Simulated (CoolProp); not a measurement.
Vapour-liquid equilibrium of ethanol (1) + p-xylene (2) at 0.437 MPa; x and y are mole fractions of (1).

Values from CoolProp's multi-fluid Helmholtz-energy mixture model, Schroeder 2014 and Zhou 2012; pair parameters Bell 2016.

```csv
x,"bubble temperature, mixture model (K)","bubble temperature, Raoult's law (K)","y, mixture model","y, Raoult's law"
0.05,443.5,462.4,___,0.275
0.15,418.7,444.3,0.725,0.560
0.25,410.4,432.3,___,0.706
0.35,406.7,423.5,0.816,0.794
0.45,404.5,416.6,0.834,0.854
0.55,___,410.9,0.851,0.897
0.65,400.8,406.2,0.872,0.930
0.75,398.9,402.1,0.899,0.955
0.85,396.9,398.5,___,0.976
0.95,394.9,395.4,0.976,0.993
```

Problem. Complete the blanks.

Solution. 
- 0.05, y, mixture model: 0.484
- 0.25, y, mixture model: 0.788
- 0.55, bubble temperature, mixture model (K): 402.7
- 0.85, y, mixture model: 0.934

The largest gap from Raoult's law is -25.6 K in bubble temperature, at x = 0.15. No azeotrope shows between x = 0.05 and 0.95.

The pair parameters rest on a limited set of measurements; away from them the model extrapolates. With so large a gap from Raoult's law the liquid may split in two, which this calculation doesn't test in full.
